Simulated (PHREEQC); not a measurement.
PHREEQC input (ion-association model, wateq4f.dat):

```
SOLUTION_MASTER_SPECIES
  An  An-  0  An  62.0  # stands for a non-complexing anion
SOLUTION_SPECIES
  An- = An-
    -log_k 0
    -gamma 3.0 0
  SO4-2 + 10H+ + 8e- = H2S + 4H2O  # shut off: sulfate is not reduced
    -log_k -100
    -delta_h 0
    -analytic -100
PHASES
  Fix_H+
    H+ = H+
    -log_k 0
SOLUTION 1
  temp 25
  units mmol/kgw
  pH 7 charge
  Cl 0.22
  Mn(2) 0.11
  S(6) 0.33
  Na 50.66
  An 50
END
SELECTED_OUTPUT 1
  -reset false
  -pH true
  -pe true
  -ionic_strength true
  -water true
  -totals Cl Mn Na S Mn(2) Mn(3) Mn(6) Mn(7) S(-2) S(6)
  -molalities Hfo_wOH Hfo_wOH2+ Hfo_wO- Hfo_sOH Hfo_sOH2+ Hfo_sO- Hfo_wSO4- Hfo_wOHSO4-2 Hfo_sOMn+ Hfo_wOMn+
  -saturation_indices Pyrochroite Halite Mirabilite
USER_PUNCH 1
  -headings sigma psi
  10 PUNCH EDL("sigma", "Hfo"), EDL("psi", "Hfo")
PRINT
  -reset false
USE solution 1
SURFACE 1
  Hfo_wOH 0.00177528 600 0.79
  Hfo_sOH 4.4382e-05
EQUILIBRIUM_PHASES 1
  Fix_H+ -3 HAn 10
    -force_equality true
END
# ... the last block is repeated for the other 12 points of pH, with NaOH or the acid as the point needs
```

Selected output (columns that matter, 13 of 13 rows; pH added in front):

```
pH	mu	Mn	Na	S	m_Hfo_wOH	m_Hfo_wOH2+	m_Hfo_wO-	m_Hfo_sOH	m_Hfo_sOH2+	si_Pyrochroite	si_Halite	si_Mirabilite	sigma	psi
3	0.052732	0.00011	0.05066	2.1411e-06	2.1553e-05	0.0014259	7.4635e-09	6.6088e-07	4.3721e-05	-13.483	-6.7129	-7.7374	0.23047	0.14608
3.67	0.051764	0.00011	0.05066	2.6266e-06	8.3495e-05	0.0013643	1.1706e-07	2.5593e-06	4.1818e-05	-12.141	-6.7117	-7.6293	0.21234	0.14237
4.33	0.051472	0.00010998	0.05066	5.3356e-06	0.0002273	0.0012223	9.683e-07	6.9515e-06	3.7382e-05	-10.82	-6.7113	-7.317	0.17229	0.13188
5	0.05131	0.00010966	0.05066	1.8406e-05	0.00043936	0.00102	4.3357e-06	1.3224e-05	3.0699e-05	-9.4814	-6.7111	-6.7779	0.12033	0.11383
5.67	0.051224	0.00010516	0.05066	6.966e-05	0.00070194	0.00079872	1.4132e-05	1.8389e-05	2.0924e-05	-8.1602	-6.711	-6.1994	0.078164	0.092514
6.33	0.05117	8.3586e-05	0.05066	0.00017	0.0010208	0.00054937	4.3455e-05	1.2393e-05	6.6695e-06	-6.9413	-6.711	-5.8116	0.051402	0.072708
7	0.051119	5.5684e-05	0.05066	0.00027256	0.0012668	0.00032358	0.00011361	2.932e-06	7.4895e-07	-5.7792	-6.711	-5.6061	0.031843	0.052218
7.67	0.051097	1.5552e-05	0.050761	0.00032096	0.0013165	0.00019585	0.00020272	8.827e-07	1.3132e-07	-4.994	-6.7101	-5.5329	0.014275	0.026472
8.33	0.05115	1.2822e-06	0.050892	0.00032924	0.0012982	0.00014526	0.00026579	6.8721e-07	7.6896e-08	-4.7591	-6.7091	-5.5197	-0.0027177	-0.0052537
9	0.051207	7.8499e-08	0.051	0.00032994	0.0012676	0.00011174	0.00032942	6.5926e-07	5.8116e-08	-4.6374	-6.7082	-5.5172	-0.021981	-0.038761
9.67	0.051318	5.4507e-09	0.051177	0.00032999	0.0012036	7.7616e-05	0.00042756	6.2529e-07	4.0324e-08	-4.4786	-6.7069	-5.5146	-0.048887	-0.070365
10.33	0.051621	5.5444e-10	0.051577	0.00033	0.0010752	4.5e-05	0.00058854	5.5856e-07	2.3377e-08	-4.2419	-6.7039	-5.5093	-0.088317	-0.098301
11	0.052732	1.1066e-10	0.052829	0.00032999	0.000847	1.9513e-05	0.00084224	4.4e-07	1.0137e-08	-3.879	-6.6949	-5.4934	-0.14518	-0.1226
```

The oxide is taken as insoluble; below pH 4 it would dissolve.
